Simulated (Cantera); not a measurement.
A perfectly stirred reactor is fed with H2 : O2 : N2 = 1.4 : 1 : 8.9 (molar parts), equivalence ratio 0.70, at 11000 Pa; it is held at 1223 K, and followed from long to short residence time.

Model: GRI-Mech 3.0 (53 species, 325 reactions), integrated in Cantera. The temperature is held fixed by assumption; the heat of reaction is taken as removed at once.

| quantity | before | after |
|---|---|---|
| x(H2) at τ = 0.630 s | 0.000768 | 0.0116 |
| x(O2) at τ = 0.630 s | 0.0285 | 0.000767 |
| x(O) at τ = 0.630 s | 0.000263 | 0.000126 |
| x(H2O) at τ = 0.630 s | 0.131 | 0.122 |
| x(NO) at τ = 0.630 s | 7.59e-7 | 4.23e-6 |
| x(H2) at τ = 17.0 ms | 0.00641 | 0.0167 |
| x(O2) at τ = 17.0 ms | 0.0315 | 0.00632 |
| x(O) at τ = 17.0 ms | 0.00253 | 0.00161 |
| x(H2O) at τ = 17.0 ms | 0.119 | 0.107 |
| x(NO) at τ = 17.0 ms | 4.65e-6 | 7.33e-6 |

Problem. Which change was made?
A. pressure from 11000 Pa to 13300 Pa
B. H2 1.4 to 0.24 parts
C. O2 1 to 0.64 parts
D. pressure from 11000 Pa to 100000 Pa

Solution. C, O2 1 to 0.64 parts
